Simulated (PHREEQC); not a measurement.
A solution holds 37 mmol/kgw KH2PO4 and 0.038 mmol/kgw FeSO4, at 20 °C. Closed to the air; pH follows from the charge balance.

Equilibrium calculation in PHREEQC: ion-association model, phreeqc.dat.

The ionic strength comes out as 0.0372 mol/kgw. What activity coefficients do FeH2PO4+, HPO4-2, KHPO4-, H2PO4-, SO4-2 get?

FeH2PO4+ 0.85, HPO4-2 0.50, KHPO4- 0.85, H2PO4- 0.85, SO4-2 0.50.

Precipitation was switched off in this run.
